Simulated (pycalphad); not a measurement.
Source of the numbers: pycalphad with the COST 507 light-alloy database (1999); pressure 1 atm. These are 1990s assessments: newer ones move some temperatures and phases.

## Si-3.059Al (wt.%): equilibrium cooling sequence

```tsv
T (°C)	phases above	phases below
1398.8	liquid	diamond (Si) + liquid
577.0	diamond (Si) + liquid	diamond (Si) + fcc
```

Changes were sought between steps of 50 K, so a narrower field can be missed.
